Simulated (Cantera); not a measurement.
Feed: 1 mol Si(CH₃)₄, 0.17 mol C₃H₈, 1900 mol H₂, equilibrated at 627 °C and 0.100 bar.

Equilibrium computed with Cantera from the NASA thermochemical tables; the gas is ideal and each condensed phase is pure. Candidate condensed phases: C, C₆H₆, C₇H₈, C₈H₁₈, Si, SiC; 87 gas species. Equilibrium is a limit: real reactors are often held back by kinetics, nucleation or transport.

Base state: H₂ 0.998, CH₄ 0.00184 (mole fractions); condensed: SiC(s).

**Question.** What changes in the equilibrium state with this change: Si(CH₃)₄ replaced by (CH₃)₂SiCl₂?

**Answer.** 
```csv
species,before,after
H₂,0.998,0.998
HCl,0,0.00105
CH₄,0.00184,0.000794
"SiC(s), mol",1.00,0.999
```
The feed counts by its element totals alone.
